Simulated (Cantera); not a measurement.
## Transport properties of process gases

Gas mixture: 100 % C2H4, at 0.150 bar, frozen composition.

Cantera's kinetic-theory transport with the Lennard-Jones parameters of GRI-Mech 3.0, ideal gas; thermal conductivity in the mixture-averaged form. The composition is frozen, though it would react at the higher temperatures.

| T (K) | ρ (kg/m³) | cp (J/kg/K) | μ (µPa s) | λ (mW/m/K) | Pr | D (cm²/s) CO2 | D (cm²/s) C2H2 | D (cm²/s) NH3 |
|---|---|---|---|---|---|---|---|---|
| 400 | 0.127 | 1877 | 13.3 | 33.6 | 0.745 | 1.36 | 1.46 | 1.88 |
| 500 | 0.101 | 2220 | 16.3 | 48.6 | 0.747 | 2.08 | 2.20 | 2.91 |
| 600 | 0.0844 | 2529 | 19.1 | 64.4 | 0.750 | 2.90 | 3.07 | 4.12 |
| 700 | 0.0723 | 2785 | 21.7 | 80.4 | 0.750 | 3.83 | 4.05 | 5.50 |
| 800 | 0.0633 | 2991 | 24.1 | 96.4 | 0.746 | 4.85 | 5.12 | 7.03 |
| 900 | 0.0562 | 3167 | 26.3 | 112 | 0.743 | 5.97 | 6.29 | 8.71 |
| 1000 | 0.0506 | 3354 | 28.5 | 128 | 0.748 | 7.17 | 7.55 | 10.5 |
| 1100 | 0.0460 | 3498 | 30.5 | 143 | 0.748 | 8.46 | 8.90 | 12.5 |
| 1200 | 0.0422 | 3625 | 32.5 | 158 | 0.747 | 9.83 | 10.3 | 14.5 |
D: mixture-averaged diffusion coefficient of that species in the mixture.
